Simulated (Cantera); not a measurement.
Dilute partial oxidation

An isothermal, constant-pressure homogeneous reactor starts with CH₂O : O₂ : N₂ = 0.003 : 0.003 : 1 (molar parts), at 1525 K and 1.50 bar.

Computed with Cantera and GRI-Mech 3.0 (53 species, 325 reactions).

```json
[
 {"t (s)": "0.000100", "x CH₂O": "0.00277", "x O₂": "0.00296", "x CH₄": "7.37e-11", "x C₂H₆": "<1e-12", "x CO₂": "4.29e-8"},
 {"t (s)": "0.000422", "x CH₂O": "3.38e-11", "x O₂": "0.00170", "x CH₄": "1.94e-10", "x C₂H₆": "<1e-12", "x CO₂": "0.000255"},
 {"t (s)": "0.00178", "x CH₂O": "7.60e-12", "x O₂": "0.000850", "x CH₄": "<1e-12", "x C₂H₆": "<1e-12", "x CO₂": "0.00164"},
 {"t (s)": "0.00750", "x CH₂O": "<1e-12", "x O₂": "0.000401", "x CH₄": "<1e-12", "x C₂H₆": "<1e-12", "x CO₂": "0.00237"},
 {"t (s)": "0.0316", "x CH₂O": "<1e-12", "x O₂": "0.000174", "x CH₄": "<1e-12", "x C₂H₆": "<1e-12", "x CO₂": "0.00271"},
 {"t (s)": "0.133", "x CH₂O": "<1e-12", "x O₂": "7.77e-5", "x CH₄": "<1e-12", "x C₂H₆": "<1e-12", "x CO₂": "0.00286"},
 {"t (s)": "0.562", "x CH₂O": "<1e-12", "x O₂": "3.69e-5", "x CH₄": "<1e-12", "x C₂H₆": "<1e-12", "x CO₂": "0.00292"},
 {"t (s)": "2.37", "x CH₂O": "<1e-12", "x O₂": "1.81e-5", "x CH₄": "<1e-12", "x C₂H₆": "<1e-12", "x CO₂": "0.00295"},
 {"t (s)": "10.0", "x CH₂O": "<1e-12", "x O₂": "8.83e-6", "x CH₄": "<1e-12", "x C₂H₆": "<1e-12", "x CO₂": "0.00296"}
]
```
x: mole fraction; the columns are a selection and need not sum to one.

Equilibrium at this temperature and pressure: CH₂O <1e-12, O₂ 3.26e-6, CH₄ <1e-12, C₂H₆ <1e-12, CO₂ 0.00297 (gas phase only).
